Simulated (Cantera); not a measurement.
A perfectly stirred reactor is fed with 8.28 % H2, 69.0 % O2, 22.8 % N2, equivalence ratio 0.060, at 1200 Pa; it is held at 1150 K, and followed from long to short residence time.

Detailed kinetics in Cantera: the H2/O2 subset of GRI-Mech 3.0, which has no nitrogen chemistry. Radical loss at walls, strong at low pressure, is not modelled. The temperature is held fixed by assumption; the heat of reaction is taken as removed at once.

**Question.** Predict: x(H2) at τ = 2.80 s; x(O2) at τ = 2.80 s; x(H) at τ = 2.80 s; x(O) at τ = 2.80 s; x(OH) at τ = 2.80 s; x(H2) at τ = 0.140 s; x(O2) at τ = 0.140 s; x(H) at τ = 0.140 s; x(O) at τ = 0.140 s; x(OH) at τ = 0.140 s.

**Answer.** 
```
Property                Result
--------------------  --------
x(H2) at τ = 2.80 s   0.000206
x(O2) at τ = 2.80 s      0.675
x(H) at τ = 2.80 s    0.000178
x(O) at τ = 2.80 s     0.00158
x(OH) at τ = 2.80 s   0.000885
x(H2) at τ = 0.140 s   0.00124
x(O2) at τ = 0.140 s     0.666
x(H) at τ = 0.140 s    0.00301
x(O) at τ = 0.140 s    0.00998
x(OH) at τ = 0.140 s   0.00233
```
